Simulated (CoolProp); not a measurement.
Vapour-liquid equilibrium of n-hexane (1) + hexamethyldisiloxane (MM) (2) at 0.174 MPa; x and y are mole fractions of (1).

Model: multi-fluid Helmholtz-energy mixture model, Thol 2019 and Thol 2016; pair parameters Bell 2016, in CoolProp.

| x | bubble temperature (°C) | y at the bubble point | dew temperature at overall composition x (°C) | liquid density (mol/L) |
|---|---|---|---|---|
| 0.05 | 118.3 | 0.093 | 119.2 | 4.104 |
| 0.15 | 114.5 | 0.257 | 117.0 | 4.314 |
| 0.25 | 111.0 | 0.399 | 114.7 | 4.538 |
| 0.35 | 107.6 | 0.523 | 112.3 | 4.779 |
| 0.45 | 104.3 | 0.634 | 109.7 | 5.039 |
| 0.55 | 101.0 | 0.730 | 106.9 | 5.320 |
| 0.65 | 97.7 | 0.813 | 103.7 | 5.624 |
| 0.75 | 94.4 | 0.883 | 100.2 | 5.953 |
| 0.85 | 91.3 | 0.939 | 96.0 | 6.310 |
| 0.95 | 88.4 | 0.983 | 90.6 | 6.697 |

No azeotrope shows between x = 0.05 and 0.95.

Pair parameters are fitted to limited data, so mixtures are less certain than the pure fluids.
